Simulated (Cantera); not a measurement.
A Cantera script and what it prints.

```python
import numpy as np
import cantera as ct

gas_names = """
    C CH CH2 CH3 CH2OH CH3O CH4 CH3OH CO CO2 COOH C2 C2H CHCO,ketyl C2H2,acetylene C2H2,vinylidene
    CH2CO,ketene C2H3,vinyl CH3CO,acetyl C2H4 C2H4O,ethylen CH3CHO,ethanal CH3COOH (HCOOH)2 C2H5 C2H6
    CH3OCH3 C2H5OH C2O C3 C3H3,propargyl C3H4,allene C3H4,propyne C3H4,cyclo- C3H5,allyl C3H6,propylene
    C3H6,cyclo- C3H6O C3H7,n-propyl C3H7,i-propyl C3H8 C3H8O,1propanol C3H8O,2propanol C3O2 C4 C4H2
    C4H4,1,3-cyclo- C4H6,butadiene C4H6,2-butyne C4H6,cyclo- C4H8,1-butene C4H8,cis2-buten
    C4H8,tr2-butene C4H8,isobutene C4H8,cyclo- (CH3COOH)2 C4H9,n-butyl C4H9,i-butyl C4H9,s-butyl
    C4H9,t-butyl C4H10,isobutane C4H10,n-butane C5 C5H6,1,3cyclo- C5H8,cyclo- C5H10,1-pentene
    C5H10,cyclo- C5H11,pentyl C5H11,t-pentyl C5H12,n-pentane C5H12,i-pentane CH3C(CH3)2CH3 C6H2
    C6H5,phenyl C6H5O,phenoxy C6H6 C6H5OH,phenol C6H10,cyclo- C6H12,1-hexene C6H12,cyclo- C6H13,n-hexyl
    C7H7,benzyl C7H8 C7H8O,cresol C7H14,1-heptene C7H15,n-heptyl C7H16,n-heptane C8H8,styrene
    C8H10,ethylbenz C8H16,1-octene C8H17,n-octyl C8H18,isooctane C8H18,n-octane C9H19,n-nonyl
    C10H8,naphthale C10H21,n-decyl C12H9,o-bipheny C12H10,bipheny H HCO HO2 H2 HCHO,formaldehy HCOOH H2O
    H2O2 Mg MgH MgO MgOH MgO2H2 Mg2 O OH O2 O3
""".split()
cond_names = """
    C(gr) C6H6(L) C7H8(L) C8H18(L),n-octa H2O(s) H2O(L) Mg(cr) Mg(L) MgCO3(s) MgO(s) MgO(L) MgO2H2(s)
""".split()


def load(file, names, dense=False):
    # The tables refer to 1 bar. Condensed volumes are neglected.
    table = {s.name: s for s in ct.Species.list_from_file(file)}
    out = []
    for n in names:
        d = dict(table[n].input_data)
        d["thermo"] = dict(d["thermo"], **{"reference-pressure": 1e5})
        if dense:
            d["equation-of-state"] = {"model": "constant-volume", "density": "1e6 g/cm^3"}
        out.append(ct.Species.from_dict(d))
    return out


gas = ct.Solution(thermo="ideal-gas", species=load("nasa_gas.yaml", gas_names))
cond = {s.name: ct.Solution(thermo="fixed-stoichiometry", species=[s], name=s.name)
        for s in load("nasa_condensed.yaml", cond_names, dense=True)}
atoms = {
    'MgO': {'Mg': 1, 'O': 1},
    'H2': {'H': 2},
    'C': {'C': 1},
}
top_T = {'C(gr)': 4500}  # K; cautious upper limits of use, not melting points


def equilibrate(T, P, feed):
    n = {}
    for name, mol in feed.items():
        for a, k in atoms[name].items():
            n[a] = n.get(a, 0.0) + k * mol
    gas.TPX = T, P, n
    mass = sum(n.values()) * gas.mean_molecular_weight
    gas.equilibrate("TP")
    valid = [c for c in cond.values() if c.min_temp <= T <= top_T.get(c.name, c.max_temp)]
    mix = ct.Mixture([(gas, mass / gas.mean_molecular_weight)] + [(c, 0.0) for c in valid])
    mix.T, mix.P = T, P
    mix.equilibrate("TP", solver="gibbs", rtol=1e-10, max_steps=50000)
    return mix


results = []
feed = {'MgO': 1, 'H2': 0.81, 'C': 0.32}  # mol
P = 400  # Pa
for T in [1748, 1848, 1948, 2048, 2148, 2248, 2348, 2448, 2548, 2648, 2748, 2848, 2948, 3048]:
    mix = equilibrate(T, P, feed)
    results.append((T, P, feed, dict(zip(mix.species_names, mix.species_moles))))

top = {s: max(r[3][s] / sum(r[3][g] for g in gas_names) for r in results) for s in gas_names}
cols = sorted((s for s in top if top[s] > 0.001), key=lambda s: -top[s])[:7]
seen = [c for c in cond_names if any(r[3].get(c, 0) > 1e-12 for r in results)]
print("log10 of partial pressures in bar; condensed amounts in mol")
print(f"{'T/K':>10s}" + "".join(f"{s[:9]:>10s}" for s in cols + seen))
for T, P, feed, n in results:
    ng = sum(n[g] for g in gas_names)
    print(f"{T:10.4g}" + "".join(f"{np.log10(max(n[s] / ng * P / 1e5, 1e-99)):10.3f}" for s in cols)
          + "".join(f"{n.get(c, 0):10.4g}" for c in seen))
```

It prints:

```
log10 of partial pressures in bar; condensed amounts in mol
       T/K        H2        Mg         H        CO       H2O         O        OH    MgO(s)
      1748    -2.653    -3.055    -4.967    -3.055    -6.215   -12.182    -9.763    0.6797
      1848    -2.656    -3.054    -4.603    -3.056    -5.444   -10.590    -8.525    0.6785
      1948    -2.664    -3.050    -4.279    -3.060    -4.764    -9.167    -7.422     0.673
      2048    -2.689    -3.033    -3.994    -3.071    -4.183    -7.898    -6.451    0.6529
      2148    -2.748    -2.990    -3.754    -3.097    -3.723    -6.778    -5.620    0.5973
      2248    -2.867    -2.921    -3.567    -3.147    -3.400    -5.787    -4.925    0.4851
      2348    -3.068    -2.847    -3.442    -3.229    -3.209    -4.893    -4.349    0.3065
      2448    -3.377    -2.783    -3.389    -3.368    -3.172    -4.085    -3.894         0
      2548    -3.393    -2.811    -3.206    -3.370    -3.319    -3.791    -3.792         0
      2648    -3.442    -2.844    -3.054    -3.380    -3.536    -3.565    -3.761         0
      2748    -3.541    -2.878    -2.939    -3.397    -3.834    -3.400    -3.804         0
      2848    -3.691    -2.906    -2.860    -3.414    -4.212    -3.288    -3.914         0
      2948    -3.880    -2.927    -2.812    -3.428    -4.648    -3.218    -4.076         0
      3048    -4.092    -2.939    -2.785    -3.437    -5.115    -3.178    -4.270         0
```

Cantera equilibrium calculation (NASA polynomials, part measured and part estimated; ideal gas, pure solids and liquids). The tables' values for MgH are old estimates; treat these amounts as uncertain.
